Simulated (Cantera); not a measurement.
What does this Cantera script print?

```python
import numpy as np
import cantera as ct

gas_names = """
    CL CL2 H HCL H2 Si SiCL SiCL2 SiCL3 SiCL4 SiH SiHCL3 SiH2 SiH2CL2 SiH3 SiH3CL SiH4 Si2 Si3
""".split()
cond_names = """
    Si(cr) Si(L)
""".split()


# ... load() reads the species with a 1 bar reference pressure and builds the phases ...
atoms = {
    'SiCl4': {'Si': 1, 'CL': 4},
    'Cl2': {'CL': 2},
    'H2': {'H': 2},
}
top_T = {}  # K; cautious upper limits of use, not melting points


# ... equilibrate(T, P, feed) seeds the gas with the atoms and calls Mixture.equilibrate('TP', solver="vcs", rtol=1e-11, max_steps=5000) ...
results = []
feed = {'SiCl4': 1, 'Cl2': 2.9, 'H2': 0.28}  # mol
T = 1498.15  # K
P = 10000  # Pa
mix = equilibrate(T, P, feed)
results.append((T, P, feed, dict(zip(mix.species_names, mix.species_moles))))
print(gas.report(threshold=1e-06))
for i in range(1, mix.n_phases):
    print(f"{mix.phase(i).name:16s} {mix.phase_moles(i):12.5e} mol")
```

Output:

```
       temperature   1498.2 K
          pressure   10000 Pa
           density   0.067474 kg/m^3
  mean mol. weight   84.048 kg/kmol
   phase of matter   gas

                          1 kg             1 kmol
                     ---------------   ---------------
          enthalpy       -1.0075e+06       -8.4676e+07  J
   internal energy       -1.1557e+06       -9.7132e+07  J
           entropy            4074.6        3.4246e+05  J/K
    Gibbs function       -7.1118e+06       -5.9773e+08  J
 heat capacity c_p            602.31             50623  J/K
 heat capacity c_v            503.38             42308  J/K

                      mass frac. Y      mole frac. X     chem. pot. / RT
                     ---------------   ---------------   ---------------
                CL          0.055483           0.13154           -16.657
               CL2           0.43849            0.5198           -33.313
               HCL          0.054291           0.12516           -37.191
             SiCL3        4.6887e-05        2.9314e-05           -89.943
             SiCL4           0.45169           0.22347            -106.6
     [  +14 minor]         1.504e-08        1.6612e-08

Si(cr)            0.00000e+00 mol
```

These are equilibrium values from Cantera (NASA tables, ideal gas, pure condensed phases), not measurements of a reactor. The tables' values for SiCl3 are old estimates; treat these amounts as uncertain.
